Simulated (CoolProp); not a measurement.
n-heptane at 500.26 K and 6.6 MPa flows at 14 m/s in a round tube of 1 mm bore and 15 µm roughness, fully developed (64/Re and Nu = 3.66 if laminar; Colebrook and Gnielinski if turbulent). Each further row changes one setting.

Model: reference Helmholtz-energy equation of state, Span 2003, in CoolProp. It is a short technical equation, of lower accuracy than the large ones.

| case | Reynolds number | Darcy friction factor | pressure drop (Pa/m) | heat-transfer coefficient (W/(m² K)) | mass flow (kg/h) |
|---|---|---|---|---|---|
| as stated | 77800 | 0.0443 | 2140000 | 53200 | 19.5 |
| velocity 28 m/s | 156000 | 0.0440 | 8500000 | 106000 | 39.0 |
| diameter 2 mm | 156000 | 0.0349 | 844000 | 45000 | 78.0 |

Viscosity comes from a separate model (Michailidou 2014). Thermal conductivity comes from a separate model (Assael 2013).
